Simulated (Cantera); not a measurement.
A perfectly stirred reactor is fed with 16.9 % NO, 83.1 % N₂, at 0.270 bar; it is held at 2073 K, and followed from long to short residence time.

Computed with Cantera and GRI-Mech 3.0 (53 species, 325 reactions).

x: mole fraction; the columns are a selection and need not sum to one.

```json
[
 {"τ (s)": "2.1", "x NO": "0.0760", "x O": "0.000489", "x N₂O": "2.63e-6", "x O₂": "0.0464", "x N₂": "0.877", "x NO₂": "2.87e-5"},
 {"τ (s)": "1.1", "x NO": "0.105", "x O": "0.000413", "x N₂O": "4.97e-6", "x O₂": "0.0319", "x N₂": "0.862", "x NO₂": "3.32e-5"},
 {"τ (s)": "0.55", "x NO": "0.133", "x O": "0.000323", "x N₂O": "8.07e-6", "x O₂": "0.0180", "x N₂": "0.849", "x NO₂": "3.24e-5"},
 {"τ (s)": "0.28", "x NO": "0.151", "x O": "0.000249", "x N₂O": "1.05e-5", "x O₂": "0.00906", "x N₂": "0.840", "x NO₂": "2.78e-5"},
 {"τ (s)": "0.14", "x NO": "0.161", "x O": "0.000196", "x N₂O": "1.21e-5", "x O₂": "0.00424", "x N₂": "0.835", "x NO₂": "2.28e-5"},
 {"τ (s)": "0.074", "x NO": "0.165", "x O": "0.000165", "x N₂O": "1.28e-5", "x O₂": "0.00209", "x N₂": "0.833", "x NO₂": "1.95e-5"},
 {"τ (s)": "0.038", "x NO": "0.167", "x O": "0.000144", "x N₂O": "1.30e-5", "x O₂": "0.000982", "x N₂": "0.832", "x NO₂": "1.70e-5"},
 {"τ (s)": "0.019", "x NO": "0.168", "x O": "(withheld)", "x N₂O": "1.30e-5", "x O₂": "(withheld)", "x N₂": "0.831", "x NO₂": "(withheld)"},
 {"τ (s)": "0.0099", "x NO": "0.169", "x O": "0.000106", "x N₂O": "1.26e-5", "x O₂": "0.000182", "x N₂": "0.831", "x NO₂": "1.26e-5"},
 {"τ (s)": "0.0051", "x NO": "0.169", "x O": "(withheld)", "x N₂O": "1.18e-5", "x O₂": "(withheld)", "x N₂": "0.831", "x NO₂": "(withheld)"},
 {"τ (s)": "0.0026", "x NO": "0.169", "x O": "5.07e-5", "x N₂O": "1.03e-5", "x O₂": "1.80e-5", "x N₂": "0.831", "x NO₂": "6.09e-6"}
]
```

Task: Fill in the missing entries.

Result: 
- 0.019, x O: 0.000125
- 0.019, x O₂: 0.000430
- 0.019, x NO₂: 1.49e-5
- 0.0051, x O: 8.01e-5
- 0.0051, x O₂: 6.45e-5
- 0.0051, x NO₂: 9.64e-6
